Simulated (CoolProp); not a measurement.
Sulfur dioxide along the isotherm 74.65 °C: fugacity coefficient from the reference equation and from simpler models built on Tc = 157.5 °C, pc = 7.887 MPa, ω = 0.256; each cubic takes its own stable root.

The numbers come from the reference Helmholtz-energy equation of state, Gao 2016 in CoolProp.

| p (MPa) | phase | reference | Redlich-Kwong | Peng-Robinson |
|---|---|---|---|---|
| 0.111 | gas | 0.9897 | 0.9913 | 0.9899 |
| 0.252 | gas | 0.9766 | 0.9802 | 0.9772 |
| 0.573 | gas | 0.9468 | ___ | 0.9484 |
| 1.3 | gas | 0.8793 | 0.8984 | 0.8839 |
| 2.97 | liquid | 0.4672 | 0.5969 | ___ |
| 6.76 | liquid | 0.2198 | 0.2844 | 0.2207 |
| 15.4 | liquid | ___ | 0.1492 | 0.1128 |
| 35 | liquid | 0.06933 | ___ | 0.06919 |

Q: Complete the blanks.

A: 
- 0.573, Redlich-Kwong: 0.9550
- 2.97, Peng-Robinson: 0.4691
- 15.4, reference: 0.1125
- 35, Redlich-Kwong: 0.09642
